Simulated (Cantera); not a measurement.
Standard-state values (1 bar) from the NASA 1993 polynomials, evaluated with Cantera. Values are per mole of reaction as written; species without (g) are pure solids or liquids, kept so even where they would boil at 1 bar.

2 CrO3(g) + 3 H2(g) → Cr2O3 + 3 H2O(g)

```
T (K)  ΔH° (kJ)  ΔS° (J/K)  ΔG° (kJ)  log10 K
-----  --------  ---------  --------  -------
1248    -1273.4     -275.5    -929.5    38.90
1323    -1272.6     -274.9    -908.9    35.88
1398        [?]        [?]       [?]      [?]
1473    -1270.7     -273.6    -867.7    30.77
1548    -1269.5     -272.8    -847.2    28.59
1623    -1268.2     -272.0    -826.8    26.61
1698    -1266.8     -271.1    -806.5    24.81
1773        [?]        [?]       [?]      [?]
1848    -1263.6     -269.3    -765.9    21.65
```

### Question
Fill in the missing entries.

### Answer

- 1398, ΔH° (kJ): -1271.7
- 1398, ΔS° (J/K): -274.3
- 1398, ΔG° (kJ): -888.3
- 1398, log10 K: 33.19
- 1773, ΔH° (kJ): -1265.3
- 1773, ΔS° (J/K): -270.2
- 1773, ΔG° (kJ): -786.1
- 1773, log10 K: 23.16
